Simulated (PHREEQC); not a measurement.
Dissolve 0.11 mol CaCl2, 0.00042 mol Na2SO4 and 0.0024 mol KCl per kg of water at 45 °C. Closed to the air; pH follows from the charge balance.

Equilibrium calculation in PHREEQC: ion-association model, phreeqc.dat.

```tsv
quantity	before	after
pH	6.64	6.62
CaSO4 (mol/kgw)	0.000236	0.000258
SO4-2 (mol/kgw)	0.000183	0.000161
KSO4- (mol/kgw)	9.23e-7	6.04e-7
NaSO4- (mol/kgw)	2.02e-7	1.41e-7
CaOH+ (mol/kgw)	2.97e-8	4.83e-8
SI of Gypsum (CaSO4:2H2O)	-1.30	-1.24
SI of Sylvite (KCl)	-4.62	-4.39
```

Task: What was changed between the two runs?
A) Na2SO4 replaced by NaHSO4 at the same molality
B) CaCl2 from 0.11 to 0.022 mol/kgw
C) CaCl2 from 0.11 to 0.22 mol/kgw

Result: C, CaCl2 from 0.11 to 0.22 mol/kgw

This is a speciation only: nothing precipitates in the calculation. Away from 25 °C the constants follow the database's enthalpies or fits; those with neither stay at their 25 °C values.
